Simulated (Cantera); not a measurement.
Charge: 1 mol SiHCl₃, 0.05 mol C₂H₄, 2000 mol H₂, held at 1250 K and 133 Pa.

Cantera equilibrium calculation (NASA polynomials, part measured and part estimated; ideal gas, pure solids and liquids). Candidate condensed phases: C, C₆H₆, C₇H₈, C₈H₁₈, Si, SiC; 109 gas species. Mutual solubility and eutectic melting of coexisting phases are not modelled. Rates play no part.

Base state: H₂ 0.998, HCl 0.00149, H 1.32e-5 (mole fractions); condensed: Si(s) + SiC(s).

Q: What changes in the equilibrium state with this change: SiHCl₃ replaced by CH₃SiH₃?

A: 
| species | before | after |
|---|---|---|
| H₂ | 0.998 | 1.000 |
| CH₄ | 3.30e-8 | 1.47e-5 |
| H | 1.32e-5 | 1.32e-5 |
| HCl | 0.00149 | 0 |
| Si(s), mol | 0.889 | 0 |
| SiC(s), mol | 0.0999 | 1.00 |
| C(graphite), mol | 0 | 0.0696 |
The feed counts by its element totals alone.
